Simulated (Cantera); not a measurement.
A freely propagating, adiabatic, planar premixed flame of CH₄ : C₂H₆ : O₂ : N₂ = 1 : 0.078 : 3.07 : 11.5 (molar parts), equivalence ratio 0.74, unburnt at 425 K and 3.00 bar; mixture-averaged transport, grid criteria slope 0.08 and curve 0.16, no radiation.

Computed with Cantera and GRI-Mech 3.0 (53 species, 325 reactions). Burning velocities carry a grid error of a few per cent, more on coarse grids.

Task: Predict: laminar burning velocity; thermal thickness; peak x(HO₂); peak x(H); peak x(CH₂O).

Result: laminar burning velocity: 29.6 cm/s
thermal thickness: 0.226 mm
peak x(HO₂): 0.000228
peak x(H): 0.00105
peak x(CH₂O): 0.00117
